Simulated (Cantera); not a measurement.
Input (Python, Cantera) and output of one run.

```python
import numpy as np
import cantera as ct

gas_names = """
    B BO BO2 B2 B2O B2O2 B2O3 O O2 O3
""".split()
cond_names = """
    B(b) B(L) B2O3(L)
""".split()


# ... load() reads the species with a 1 bar reference pressure and builds the phases ...
atoms = {
    'B': {'B': 1},
    'O2': {'O': 2},
}
top_T = {}  # K; cautious upper limits of use, not melting points


# ... equilibrate(T, P, feed) seeds the gas with the atoms and calls Mixture.equilibrate('TP', solver="vcs", rtol=1e-11, max_steps=5000) ...
results = []
feed = {'B': 1, 'O2': 1.4}  # mol
T = 1573  # K
P = 51  # Pa
mix = equilibrate(T, P, feed)
results.append((T, P, feed, dict(zip(mix.species_names, mix.species_moles))))
x = sorted(zip(gas.X, gas.species_names), reverse=True)
print(f"T = {T:g} K  P = {P:g} Pa  gas = {mix.phase_moles(0):.4g} mol")
print("   x: " + "  ".join(f"{s} {v:.3e}" for v, s in x if v > 0.001))
print("   condensed (mol): " + ("  ".join(f"{mix.phase(i).name} {mix.phase_moles(i):.4g}"
      for i in range(1, mix.n_phases) if mix.phase_moles(i) > 1e-12) or "none"))
```

It prints:

```
T = 1573 K  P = 51 Pa  gas = 0.7966 mol
   x: O2 8.132e-01  B2O3 1.760e-01  BO2 1.032e-02
   condensed (mol): B2O3(L) 0.3557
```

Equilibrium computed with Cantera from the NASA thermochemical tables; the gas is ideal and each condensed phase is pure.
